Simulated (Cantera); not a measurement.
Feed: 1 mol SiC, 0.018 mol CO2, 2.2 mol H2, held at 1.33 mbar.

Cantera equilibrium calculation (NASA polynomials, part measured and part estimated; ideal gas, pure solids and liquids). Candidate condensed phases: C, C6H6, C7H8, C8H18, H2O, Si, SiC, SiO2; 123 gas species. Mutual solubility and eutectic melting of coexisting phases are not modelled. The tables hold silica as quartz up to 1696 K and as liquid above; real silica turns to tridymite and cristobalite and melts near 1996 K. Gases not in the tables: Si2H6 and higher silanes. The numbers say what is thermodynamically allowed, not how fast it happens.

Q: Which condensed phases are stable at each of these points (T (K)): 900, 1000, 1100, 1200, 1300, 1400, 1500, 1600, 1700, 1800, 1900, 2000?

A: 
```csv
T (K),condensed phases,Si condensed (%)
900,C(graphite) + SiC(s) + SiO2(β-quartz),100.0
1000,C(graphite) + SiC(s) + SiO2(β-quartz),100.0
1100,C(graphite) + SiC(s) + SiO2(β-quartz),100.0
1200,SiC(s) + SiO2(β-quartz),100.0
1300,SiC(s) + SiO2(β-quartz),99.8
1400,SiC(s),99.1
1500,SiC(s),99.1
1600,SiC(s),99.1
1700,SiC(s),99.1
1800,SiC(s),99.0
1900,SiC(s),98.9
2000,SiC(s),98.4
```

From 900 K to 1100 K the condensed part is C(graphite) + SiC(s) + SiO2(β-quartz). From 1200 K to 1300 K the condensed part is SiC(s) + SiO2(β-quartz). From 1400 K to 2000 K the condensed part is SiC(s).
